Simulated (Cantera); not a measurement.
What does this Cantera script print?

```python
import numpy as np
import cantera as ct

gas = ct.Solution("gri30.yaml")
gas.TPX = 923, 270, {'H2': 0.18, 'O2': 1, 'H2O': 0.0025}
reactor = ct.IdealGasConstPressureReactor(gas, energy="off", clone=False)
net = ct.ReactorNet([reactor])
net.rtol, net.atol = 1e-08, 1e-18
show = ['H2', 'O2', 'H2O2', 'H', 'OH', 'O', 'HO2']
times = np.geomspace(0.0004, 100, 15)

steps = ct.SolutionArray(gas, extra=["t"])
rows = []
print(f"{'t/s':>10s}{'T/K':>9s}{'P/Pa':>11s}" + "".join(f"{s:>11s}" for s in show))
for t in times:
    while net.time < t:
        t_next = net.step()
        steps.append(gas.state, t=t_next)
    rows.append([np.interp(t, steps.t, y) for y in (steps.T, steps.P, *steps(*show).X.T)])
    print(f"{t:10.3e}{rows[-1][0]:9.1f}{rows[-1][1]:11.4g}" + "".join(f"{x:11.3e}" for x in rows[-1][2:]))
rate = np.gradient(steps.T, steps.t)
print("integrator steps:", len(steps.t))
if steps.T.max() > steps.T[0] + 200:
    print(f"time of steepest temperature rise: {steps.t[rate.argmax()]:.4e} s")
gas.TPX = 923, 270, {'H2': 0.18, 'O2': 1, 'H2O': 0.0025}
gas.equilibrate("TP")
print(f"equilibrium (TP): T = {gas.T:.1f} K  " + "  ".join(f"{s} {gas[s].X[0]:.3e}" for s in show))
```

Result:

```
       t/s      T/K       P/Pa         H2         O2       H2O2          H         OH          O        HO2
 4.000e-04    923.0        270  1.522e-01  8.457e-01  2.360e-16  9.673e-12  8.773e-13  1.333e-12  1.032e-11
 9.719e-04    923.0        270  1.522e-01  8.457e-01  1.393e-15  2.489e-11  3.393e-12  7.068e-12  2.510e-11
 2.362e-03    923.0        270  1.522e-01  8.457e-01  8.247e-15  8.944e-11  1.537e-11  4.120e-11  6.128e-11
 5.738e-03    923.0        270  1.522e-01  8.457e-01  4.947e-14  9.284e-10  1.738e-10  5.090e-10  1.548e-10
 1.394e-02    923.0        270  1.522e-01  8.457e-01  5.572e-13  1.888e-07  3.566e-08  1.053e-07  1.898e-09
 3.388e-02    923.0        270  1.014e-01  8.212e-01  5.240e-08  2.568e-02  2.715e-03  1.021e-02  2.120e-06
 8.231e-02    923.0        270  4.648e-03  7.907e-01  3.108e-08  4.194e-02  2.357e-03  2.823e-02  3.382e-06
 2.000e-01    923.0        270  1.963e-03  8.182e-01  4.542e-08  1.030e-02  1.494e-03  1.135e-02  3.500e-06
 4.860e-01    923.0        270  3.430e-04  8.307e-01  5.496e-08  6.689e-04  5.649e-04  1.982e-03  2.528e-06
 1.181e+00    923.0        270  4.093e-05  8.326e-01  4.298e-08  2.594e-05  1.858e-04  2.344e-04  1.022e-06
 2.869e+00    923.0        270  5.584e-06  8.329e-01  2.328e-08  1.431e-06  7.086e-05  3.396e-05  2.753e-07
 6.971e+00    923.0        270  1.013e-06  8.329e-01  1.148e-08  1.287e-07  3.185e-05  6.802e-06  7.103e-08
 1.694e+01    923.0        270  2.404e-07  8.329e-01  5.795e-09  1.702e-08  1.624e-05  1.766e-06  2.062e-08
 4.116e+01    923.0        270  6.951e-08  8.329e-01  3.019e-09  2.901e-09  9.003e-06  5.435e-07  6.754e-09
 1.000e+02    923.0        270  2.279e-08  8.329e-01  1.587e-09  5.770e-10  5.253e-06  1.853e-07  2.413e-09
integrator steps: 1760
equilibrium (TP): T = 923.0 K  H2 2.584e-11  O2 8.330e-01  H2O2 7.678e-12  H 2.409e-14  OH 1.808e-07  O 2.206e-10  HO2 2.031e-10
```

Detailed kinetics in Cantera: GRI-Mech 3.0 (53 species, 325 reactions). Radical loss at walls, strong at low pressure, is not modelled. Below about 950 K walls govern HO2 and H2O2 in real vessels. The temperature is held fixed by assumption; the heat of reaction is taken as removed at once.
